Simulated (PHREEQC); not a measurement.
Solution (5 °C): 0.016 mol/kgw Cs2SO4 and 0.034 mol/kgw ZnI2. Closed to the air; pH follows from the charge balance.

Model: ion-association model, wateq4f.dat, run in PHREEQC.

This is a speciation only: nothing precipitates in the calculation.

### Question
Predict the pH.

### Answer
pH 5.84.

### Question
In which forms is S present?

### Answer
SO4-2 54 %, ZnSO4 39 %, Zn(SO4)2-2 6.6 % of the S.

Away from 25 °C the constants follow the database's enthalpies or fits; those with neither stay at their 25 °C values.
